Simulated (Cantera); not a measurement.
An adiabatic, constant-volume homogeneous reactor starts with 8.82 % C₃H₈, 19.1 % O₂, 72.0 % N₂, at 1275 K and 2.60 bar.

Cantera simulation using GRI-Mech 3.0 (53 species, 325 reactions); the numbers are that mechanism's predictions, not measurements. GRI-Mech 3.0 was tuned for natural gas; its chemistry of propane as a main component is partial and can be far from experiment.

Task: Predict: time of steepest temperature rise; temperature at 0.300 s; equilibrium temperature; x(O₂) at 0.300 s; x(H₂) at 0.300 s; x(CH₄) at 0.300 s; x(NO) at 0.300 s.

Result: 
```
Quantity                                                            Result
---------------------------------  ---------------------------------------
time of steepest temperature rise                                 0.908 ms
temperature at 0.300 s                                              2587 K
equilibrium temperature                                             2587 K
x(O₂) at 0.300 s                   1.93e-6 (gas-phase equilibrium 1.93e-6)
x(H₂) at 0.300 s                       0.184 (gas-phase equilibrium 0.184)
x(CH₄) at 0.300 s                  1.75e-9 (gas-phase equilibrium 1.95e-9)
x(NO) at 0.300 s                   6.68e-5 (gas-phase equilibrium 6.68e-5)
```
